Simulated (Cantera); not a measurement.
Hydrocarbon pyrolysis for carbon deposition

A perfectly stirred reactor is fed with C2H4 : H2 : H2O = 1 : 17 : 1.7 (molar parts), at 460 Pa; it is held at 1875 K, and followed from long to short residence time.

Detailed kinetics in Cantera: GRI-Mech 3.0 (53 species, 325 reactions). GRI-Mech 3.0 was tuned for natural gas; its chemistry of ethylene as a main component is partial and can be far from experiment. Radical loss at walls, strong at low pressure, is not modelled.

| τ (s) | x C2H4 | x H2 | x H | x CH4 | x CH3 | x C2H2 | x CH2 |
|---|---|---|---|---|---|---|---|
| 23 | 4.51e-6 | 0.899 | 0.00592 | 0.00145 | 0.000191 | 0.0164 | 1.48e-6 |
| 6.9 | 1.39e-5 | 0.888 | 0.00493 | 0.00257 | 0.000286 | 0.0256 | 1.87e-6 |
| 2.1 | 4.55e-5 | 0.875 | 0.00393 | 0.00367 | 0.000330 | 0.0362 | 1.80e-6 |
| 0.61 | 0.000255 | 0.868 | 0.00192 | 0.00244 | 0.000109 | 0.0451 | 4.23e-7 |
| 0.18 | 0.00217 | 0.869 | 0.000433 | 0.000182 | 1.95e-6 | 0.0460 | 6.52e-8 |
| 0.055 | 0.00835 | 0.868 | 0.000195 | 2.42e-5 | 1.58e-7 | 0.0403 | 3.10e-8 |
| 0.016 | 0.0222 | 0.867 | 0.000106 | 3.90e-6 | 3.47e-8 | 0.0272 | 1.37e-8 |
| 0.0049 | 0.0374 | 0.865 | 5.06e-5 | 7.14e-7 | 1.54e-8 | 0.0127 | 5.65e-9 |
| 0.0015 | 0.0460 | 0.864 | 1.83e-5 | 1.13e-7 | 7.59e-9 | 0.00452 | 2.07e-9 |
x: mole fraction; the columns are a selection and need not sum to one.
